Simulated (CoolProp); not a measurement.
Properties of R1123 along the isobar 6.66 MPa.

Values from CoolProp's reference Helmholtz-energy equation of state, Akasaka 2020.

| T (K) | phase | cp (kJ/(kg K)) | cv (kJ/(kg K)) | isothermal compressibility (1/MPa) | expansivity (1/kK) |
|---|---|---|---|---|---|
| 238.5 | liquid | 1.308 | 0.8117 | 0.002351 | 2.501 |
| 255.7 | liquid | 1.350 | 0.8232 | 0.003202 | 2.837 |
| 273 | liquid | 1.406 | 0.8374 | 0.004572 | 3.321 |
| 290.2 | liquid | 1.489 | 0.8549 | 0.006971 | 4.070 |
| 307.5 | liquid | 1.625 | 0.8773 | 0.01196 | 5.400 |
| 324.7 | liquid | 1.895 | 0.9089 | 0.02588 | 8.384 |
| 342 | supercritical | 2.911 | 0.9703 | 0.1192 | 21.98 |
| 359.2 | supercritical | 2.939 | 1.003 | 0.3730 | 28.35 |
| 376.5 | supercritical | 1.780 | 0.9651 | 0.2627 | 12.82 |
| 393.7 | supercritical | 1.474 | 0.9554 | 0.2205 | 8.388 |
| 411 | supercritical | 1.350 | 0.9586 | 0.1995 | 6.371 |
| 428.2 | supercritical | 1.290 | 0.9682 | 0.1871 | 5.219 |
| 445.5 | supercritical | 1.260 | 0.9811 | 0.1787 | 4.458 |
| 462.7 | supercritical | 1.244 | 0.9957 | 0.1726 | 3.920 |
| 480 | supercritical | 1.238 | 1.011 | 0.1681 | 3.512 |

The peak of cp marks the crossing from liquid-like to gas-like fluid above the critical point.
